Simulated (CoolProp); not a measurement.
The fluid at 293.15 K and 0.276 MPa (gas) is heated at constant pressure to 361 K. The same conditions are run with several fluids, on thermodynamics alone (safety and materials aside).

The numbers come from the reference Helmholtz-energy equation of state of each fluid (C3F8 (R218): Lemmon 2006; methane: Setzmann 1991; carbon dioxide: Span 1996; nitrous oxide: Lemmon 2006) in CoolProp.

### Question
Rank C3F8 (R218), methane, carbon dioxide, nitrous oxide by heat (kJ/kg), highest first.

### Answer
methane (157), nitrous oxide (62.3), carbon dioxide (60.2), C3F8 (R218) (57.7)

| fluid | final density (kg/m³) |
|---|---|
| C3F8 (R218) | 17.8 |
| methane | 1.48 |
| carbon dioxide | 4.08 |
| nitrous oxide | 4.08 |
